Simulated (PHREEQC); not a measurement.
Solution (25 °C): 0.097 mol/kgw MnSO4, 0.41 mol/kgw CaCl2, 0.00042 mol/kgw NaF and 0.0029 mol/kgw Na2SO4. Closed to the air; pH follows from the charge balance.

Computed with PHREEQC (ion-association model, wateq4f.dat).

Each row changes one thing in this solution. Precipitation was switched off in this run.

```tsv
case	pH	ionic strength (mol/kgw)	Mn+2 (mol/kgw)	SO4-2 (mol/kgw)	MnSO4 (mol/kgw)	NaSO4- (mol/kgw)	SI of Pyrochroite (Mn(OH)2)	SI of Mirabilite (Na2SO4:10H2O)
as made	6.39	1.29	0.0552	0.0331	0.00644	0.000158	-4.41	-6.03
NaF left out	6.38	1.28	0.0552	0.0331	0.00644	0.000148	-4.44	-6.09
Na2SO4 replaced by KHSO4 at the same molality	2.98	1.28	0.0553	0.0327	0.00636	…	…	-8.38
diluted 2-fold with water	6.42	0.665	…	0.0192	0.00398	5.60e-5	-4.49	…
NaF replaced by KHF2 at the same molality	3.85	1.29	0.0552	0.0331	0.00643	0.000147	-9.50	-6.09
CaCl2 left out	6.40	0.219	…	0.0552	0.0443	0.000450	-4.18	-5.45
```

Task: Some entries are withheld; supply them.

Result: 
- Na2SO4 replaced by KHSO4 at the same molality, NaSO4- (mol/kgw): 1.05e-5
- Na2SO4 replaced by KHSO4 at the same molality, SI of Pyrochroite (Mn(OH)2): -11.24
- diluted 2-fold with water, Mn+2 (mol/kgw): 0.0324
- diluted 2-fold with water, SI of Mirabilite (Na2SO4:10H2O): -6.72
- CaCl2 left out, Mn+2 (mol/kgw): 0.0527

The ionic strength passes 0.7 mol/kgw, the rough limit of the ion-association models, in as made; NaF left out; Na2SO4 replaced by KHSO4 at the same molality; NaF replaced by KHF2 at the same molality. Some of these states are supersaturated (in Fluorite, Gypsum, for instance).
